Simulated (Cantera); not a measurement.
Charge: 1 mol CsOH, 7.7 mol H2, 0.17 mol H2O, held at 1673 K and 75.0 Torr.

These are equilibrium values from Cantera (NASA tables, ideal gas, pure condensed phases), not measurements of a reactor. Candidate condensed phases: Cs, CsOH, H2O; 15 gas species. The numbers say what is thermodynamically allowed, not how fast it happens.

Base state: H2 0.796, H2O 0.0950, Cs 0.0766, CsOH 0.0318, H 0.000321 (mole fractions); condensed: gas only.

Q: What changes in the equilibrium state with this change: temperature from 1673 K to 2050 K?

A: 
```csv
species,before,after
H2,0.796,0.776
H2O,0.0950,0.110
Cs,0.0766,0.0920
CsOH,0.0318,0.0151
OH,1.85e-6,9.80e-5
H,0.000321,0.00632
```

Q: What changes in the equilibrium state with this change: temperature from 1673 K to 1073.15 K?

A: 
```tsv
species	before	after
H2	0.796	0.852
CsOH	0.0318	0.0907
H2O	0.0950	0.0378
Cs	0.0766	0.0188
Cs2(OH)2	1.35e-7	0.00114
H	0.000321	4.10e-8
```
